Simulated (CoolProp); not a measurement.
Vapour-liquid equilibrium of isopentane (1) + toluene (2) at 333.2 K; x and y are mole fractions of (1).

Values from CoolProp's multi-fluid Helmholtz-energy mixture model, Lemmon 2006 and Lemmon 2006; pair parameters Bell 2016.

Task: Give the bubble pressure and the first vapour's composition at x = 0.15, 0.45, 0.85. Is there an azeotrope?

Result: x = 0.15: 69.02 kPa, y = 0.764; x = 0.45: 156.1 kPa, y = 0.925; x = 0.85: 239.0 kPa, y = 0.980. No azeotrope shows between x = 0.05 and 0.95.

The pair parameters rest on a limited set of measurements; away from them the model extrapolates.
